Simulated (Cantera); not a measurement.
A closed system holds: 1 mol CaCl2, 19 mol H2O, 0.22 mol N2, at 188 Torr.

Equilibrium computed with Cantera from the NASA thermochemical tables; the gas is ideal and each condensed phase is pure. Candidate condensed phases: Ca, CaCl2, CaO, Ca(OH)2, H2O, NH4Cl; 36 gas species. Mutual solubility and eutectic melting of coexisting phases are not modelled. Condensed phases not in the tables: oxide chlorides. The numbers say what is thermodynamically allowed, not how fast it happens.

x: gas mole fraction; n: condensed amount in mol.

```json
[
 {"T (K)": "1100", "x H2O": "0.976", "x HCl": "0.0126", "x N2": "0.0114", "x H2": "2.47e-6", "x CaCl2": "2.22e-6", "x O2": "1.09e-6", "n CaCl2(l)": "0.878", "n CaO(s)": "0.122"},
 {"T (K)": "1175", "x H2O": "0.965", "x HCl": "0.0237", "x N2": "0.0113", "x H2": "7.94e-6", "x CaCl2": "1.55e-5", "x O2": "3.30e-6", "n CaCl2(l)": "0.769", "n CaO(s)": "0.231"},
 {"T (K)": "1250", "x H2O": "0.948", "x HCl": "0.0409", "x N2": "0.0112", "x H2": "2.23e-5", "x CaCl2": "8.42e-5", "x O2": "8.62e-6", "n CaCl2(l)": "0.597", "n CaO(s)": "0.402"},
 {"T (K)": "1325", "x H2O": "0.923", "x HCl": "0.0656", "x N2": "0.0111", "x H2": "5.57e-5", "x CaCl2": "0.000371", "x O2": "1.98e-5", "n CaCl2(l)": "0.340", "n CaO(s)": "0.653"},
 {"T (K)": "1400", "x H2O": "0.891", "x HCl": "0.0962", "x N2": "0.0109", "x H2": "0.000126", "x CaCl2": "0.00130", "x O2": "4.07e-5", "n CaCl2(l)": "0", "n CaO(s)": "0.974"},
 {"T (K)": "1475", "x H2O": "0.892", "x HCl": "0.0950", "x N2": "0.0109", "x H2": "0.000258", "x CaCl2": "0.00189", "x O2": "8.65e-5", "n CaCl2(l)": "0", "n CaO(s)": "0.962"},
 {"T (K)": "1550", "x H2O": "0.892", "x HCl": "0.0934", "x N2": "0.0109", "x H2": "…", "x CaCl2": "…", "x O2": "…", "n CaCl2(l)": "0", "n CaO(s)": "0.947"},
 {"T (K)": "1625", "x H2O": "0.892", "x HCl": "0.0916", "x N2": "0.0109", "x H2": "0.000895", "x CaCl2": "0.00346", "x O2": "0.000313", "n CaCl2(l)": "0", "n CaO(s)": "0.930"},
 {"T (K)": "1700", "x H2O": "0.892", "x HCl": "0.0895", "x N2": "0.0109", "x H2": "0.00154", "x CaCl2": "0.00441", "x O2": "0.000544", "n CaCl2(l)": "0", "n CaO(s)": "0.911"},
 {"T (K)": "1775", "x H2O": "0.892", "x HCl": "0.0871", "x N2": "0.0108", "x H2": "…", "x CaCl2": "…", "x O2": "…", "n CaCl2(l)": "0", "n CaO(s)": "0.890"},
 {"T (K)": "1850", "x H2O": "0.890", "x HCl": "0.0846", "x N2": "0.0108", "x H2": "0.00399", "x CaCl2": "0.00650", "x O2": "0.00143", "n CaCl2(l)": "0", "n CaO(s)": "0.868"},
 {"T (K)": "1925", "x H2O": "0.888", "x HCl": "0.0818", "x N2": "0.0108", "x H2": "0.00609", "x CaCl2": "0.00758", "x O2": "0.00218", "n CaCl2(l)": "0", "n CaO(s)": "0.845"},
 {"T (K)": "2000", "x H2O": "0.884", "x HCl": "0.0790", "x N2": "0.0108", "x H2": "0.00899", "x CaCl2": "0.00864", "x O2": "0.00322", "n CaCl2(l)": "0", "n CaO(s)": "0.822"}
]
```

What belongs in the gaps?


- 1550, x H2: 0.000495
- 1550, x CaCl2: 0.00261
- 1550, x O2: 0.000170
- 1775, x H2: 0.00253
- 1775, x CaCl2: 0.00543
- 1775, x O2: 0.000900
